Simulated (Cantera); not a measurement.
**Thermodynamics of oxide etching and cleaning by halides, feed MgO + HF + N2**

A closed system holds: 1 mol MgO, 3.1 mol HF, 6.9 mol N2, equilibrated at 0.420 bar.

Method: chemical equilibrium by Gibbs-energy minimisation in Cantera with the NASA 1993 tables (ideal gas, pure condensed phases). Candidate condensed phases: H2O, Mg, MgF2, MgO, Mg(OH)2; 50 gas species. Mutual solubility and eutectic melting of coexisting phases are not modelled. Equilibrium is a limit: real reactors are often held back by kinetics, nucleation or transport.

From 750 °C to 1200 °C the condensed part is MgF2(s). From 1275 °C to 1575 °C the condensed part is MgF2(l) + MgO(s). At 1650 °C the condensed part is MgO(s).

```
T (°C)  log p N2  log p HF  log p H2O  log p MgF2  log p H2  log p O2  n MgF2(s)  n MgF2(l)  n MgO(s)
------  --------  --------  ---------  ----------  --------  --------  ---------  ---------  --------
750        -0.49     -1.29      -1.33      -10.39     -7.27     -7.66       1.00          0         0
825        -0.49     -1.29      -1.33       -9.06     -6.69     -7.08       1.00          0         0
900        -0.49     -1.29      -1.33       -7.90     -6.18     -6.59       1.00          0         0
975        -0.49     -1.29      -1.33       -6.89     -5.74     -6.15      1.000          0         0
1050       -0.49     -1.29      -1.33       -6.00     -5.34     -5.76      1.000          0         0
1125       -0.49     -1.29      -1.33       -5.20     -4.98     -5.41      1.000          0         0
1200       -0.49     -1.29      -1.33       -4.49     -4.66     -5.10      0.999          0         0
1275       -0.50     -1.18      -1.42       -3.87     -4.43     -4.88          0      0.824     0.173
1350       -0.51     -1.11      -1.51       -3.39     -4.23     -4.69          0      0.675     0.316
1425       -0.51     -1.05      -1.61       -2.96     -4.05     -4.53          0      0.527     0.448
1500       -0.52     -1.01      -1.72       -2.56     -3.90     -4.40          0      0.375     0.562
1575       -0.53     -0.99      -1.84       -2.20     -3.77     -4.29          0      0.196     0.657
1650       -0.54     -0.97      -1.93       -1.92     -3.65     -4.17          0          0     0.712
```
log p: log10 of the partial pressure in bar; n: condensed amount in mol.
